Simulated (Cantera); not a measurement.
A freely propagating, adiabatic, planar premixed flame of 22.9 % H₂, 12.2 % O₂, 52.4 % N₂, 12.6 % H₂O, equivalence ratio 0.94, unburnt at 450 K and 0.780 atm; multicomponent transport, grid criteria slope 0.08 and curve 0.16, no radiation.

Model: the H2/O2 subset of GRI-Mech 3.0, which has no nitrogen chemistry, integrated in Cantera. Burning velocities carry a grid error of a few per cent, more on coarse grids.

Question: Predict: laminar burning velocity; thermal thickness; peak x(H); peak x(O); peak x(H₂O₂).

Answer: 
| Property | Result |
|---|---|
| laminar burning velocity | 243 cm/s |
| thermal thickness | 0.522 mm |
| peak x(H) | 0.0219 |
| peak x(O) | 0.00509 |
| peak x(H₂O₂) | 5.47e-5 |
